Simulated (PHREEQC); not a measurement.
Model water analysis in mg/kgw, 65 °C, pH 3.83, pe 13: Na 2120; K 50.1; Ca 353; Mg 198; Cl 283; S(6) as SO4 5710; B 4.56; Cu(2) 108; Mn(2) 37.7.

Valence states are taken as typed.

Computed with PHREEQC (ion-association model, wateq4f.dat).

**Question.** The ionic strength comes out as 0.148 mol/kgw. What activity coefficients do MnCl+, K+, Cl-, SO4-2, Mg+2 get?

**Answer.** MnCl+ 0.74, K+ 0.72, Cl- 0.72, SO4-2 0.30, Mg+2 0.34.

This is a speciation only: nothing precipitates in the calculation. At this temperature some constants are extrapolated from 25 °C, and those without enthalpy data are left unchanged.
